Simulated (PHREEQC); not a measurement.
NaOH is added in steps, without added water, to 1 kg of water holding 0.0025 mol/kgw AgNO3, 0.23 mol/kgw NaCl and 9.9e-05 mol/kgw Cu(NO3)2, at 25 °C. Oxygen is held at 0.21 atm. No CO2 enters from the air. Solids allowed: Cu(OH)2, Atacamite, Cu2(OH)3NO3, Cerargyrite, Ag2O, Halite. Others were left out.

Base run: PHREEQC, ion-association model, wateq4f.dat. Each further column changes one thing. The table gives pH.

```csv
NaOH added (mol),base,temperature from 25 to 90 °C,0.0026 mol/kgw CsOH added,AgNO3 from 0.0025 to 0.005 mol/kgw,no solid may form
0,5.78,5.32,11.23,5.78,5.97
0.035,12.38,10.79,12.41,12.38,12.38
0.07875,12.73,11.13,12.74,12.73,12.73
0.1138,12.88,11.29,?,12.88,12.88
0.1575,13.02,11.42,13.02,13.02,13.02
0.1925,13.10,11.51,?,13.10,13.10
0.2362,13.18,11.59,?,13.18,13.18
0.2712,13.24,11.65,13.24,13.24,13.24
0.315,13.30,11.71,13.31,13.30,13.30
0.35,13.34,11.75,13.35,13.34,13.34
```

Task: Some entries are withheld; supply them.

Result: 
- 0.1138, 0.0026 mol/kgw CsOH added: 12.89
- 0.1925, 0.0026 mol/kgw CsOH added: 13.11
- 0.2362, 0.0026 mol/kgw CsOH added: 13.19

The database's constant for dissolved Cu(OH)2 is higher than later reviews accept. At this temperature some constants are extrapolated from 25 °C, and those without enthalpy data are left unchanged. In at least one series the solution becomes supersaturated in solids that the run did not let form, among them Cu(OH)2, Atacamite, Cerargyrite, Ag2O.
